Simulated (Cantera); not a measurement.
Cantera with NASA thermochemical tables; ideal gases at 1 bar, condensed phases pure. Values are per mole of reaction as written; species without (g) are pure solids or liquids, kept so even where they would boil at 1 bar.

C + NO₂(g) = CO₂(g) + N(g)

```
T (K)  ΔH° (kJ)  ΔS° (J/K)  ΔG° (kJ)  log10 K
-----  --------  ---------  --------  -------
300           …          …         …        …
1800       47.9      128.3    -183.1     5.31
1850          …          …         …        …
1900          …          …         …        …
1950       47.6      128.2    -202.3     5.42
2000       47.5      128.1    -208.8     5.45
2050       47.4      128.1    -215.2     5.48
2100          …          …         …        …
```

Problem. Fill in the missing entries.

Solution. 
- 300, ΔH° (kJ): 45.0
- 300, ΔS° (J/K): 121.3
- 300, ΔG° (kJ): 8.6
- 300, log10 K: -1.50
- 1850, ΔH° (kJ): 47.8
- 1850, ΔS° (J/K): 128.3
- 1850, ΔG° (kJ): -189.5
- 1850, log10 K: 5.35
- 1900, ΔH° (kJ): 47.7
- 1900, ΔS° (J/K): 128.2
- 1900, ΔG° (kJ): -195.9
- 1900, log10 K: 5.39
- 2100, ΔH° (kJ): 47.2
- 2100, ΔS° (J/K): 128.0
- 2100, ΔG° (kJ): -221.6
- 2100, log10 K: 5.51
